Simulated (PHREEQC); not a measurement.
A PHREEQC input (ion-association model, phreeqc.dat):

```
SOLUTION 1
  temp 25
  units mg/L
  pH 6.54
  pe 2.5
  Na 0.0378
  K 0.0473
  Ca 0.212
  Mg 0.00962
  Cl 0.105
  S(6) 0.0791 as SO4
  Alkalinity 0.594 as HCO3
  Sr 0.000373
END
USE solution 1
EQUILIBRIUM_PHASES 1
  Quaartz 0 0.5
  CO2(g) -2 10
END
```

It stops with these messages:

```
ERROR: Phase not found in database, Quaartz.
ERROR: Calculations terminating due to input errors.
```

The fault: the phase Quartz misspelt. The line should read `Quartz` where the input has `Quaartz`. With the mend the run ends at pH 5.08 and ionic strength 2.92e-5 mol/kgw.
